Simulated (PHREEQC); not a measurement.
# Ultrapure water in contact with air or piping: an equilibrium model

A made-up water analysis in mg/L, 25 °C, pH 6.81, pe 9.7: Na 0.0131; K 0.00514; Ca 0.00553; Mg 0.00138; Cl 0.014; S(6) as SO4 0.00613; Alkalinity as HCO3 0.0337; Si as SiO2 9.01e-06; Br 8.48e-05; Cu(2) 0.00164; Pb 0.000186; O(0) (dissolved oxygen) 1.07e-05.

Valence states are taken as typed.

Computed with PHREEQC (ion-association model, wateq4f.dat).

| Property | Value |
|---|---|
| ionic strength | 1.51e-6 mol/kgw |
| charge-balance error | 2.8 % |

```csv
species,molality,activity,log γ
HCO3-,6.18e-7,6.17e-7,-0.001
Na+,5.70e-7,5.69e-7,-0.001
Cl-,3.95e-7,3.94e-7,-0.001
CO2,2.15e-7,2.15e-7,0.000
H+,1.55e-7,1.55e-7,-0.001
Ca+2,1.38e-7,1.37e-7,-0.003
K+,1.32e-7,1.31e-7,-0.001
OH-,6.47e-8,6.46e-8,-0.001
SO4-2,6.38e-8,6.34e-8,-0.003
```

Precipitation was switched off in this run. The database's constant for dissolved Cu(OH)2 is higher than later reviews accept.
